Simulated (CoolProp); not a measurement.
Saturated liquid density (kg/m³) of cyclopropane: the reference equation beside estimates from Tc = 398.7 K, pc = 5.605 MPa, ω = 0.131. Rackett uses Z = 0.29056 − 0.08775 ω.

Computed with CoolProp (reference Helmholtz-energy equation of state, Polt 1992). This equation is an older, rougher fit; its heat capacities, sound speeds and derivatives of the liquid may be far off and weren't checked against measurements.

```csv
T (K),reference,Rackett,van der Waals,Redlich-Kwong,Soave-Redlich-Kwong,Peng-Robinson
281.1,644.6,627.3,404.3,585.6,595.2,674.1
285.1,638.8,621.7,400.7,579.2,589.0,667.3
289.1,632.9,616.1,397.0,572.6,582.7,660.3
293.1,626.8,610.4,393.3,565.9,576.2,653.1
297.1,620.7,604.6,389.4,559.0,569.5,645.6
301,614.6,598.8,385.6,552.1,562.8,638.2
305,608.2,592.8,381.6,544.9,555.8,630.3
309,601.8,586.6,377.4,537.5,548.6,622.2
313,595.1,580.3,373.2,529.9,541.1,613.8
317,588.4,573.9,368.9,522.1,533.4,605.1
321,581.4,567.3,364.4,514.1,525.5,596.2
325,574.3,560.5,359.9,505.9,517.4,586.9
```

Absolute difference from the reference over all 12 rows, mean and median: Rackett 2.6 and 2.6 %, van der Waals 37.3 and 37.3 %, Redlich-Kwong 10.4 and 10.3 %, Soave-Redlich-Kwong 8.6 and 8.5 %, Peng-Robinson 3.6 and 3.7 %.
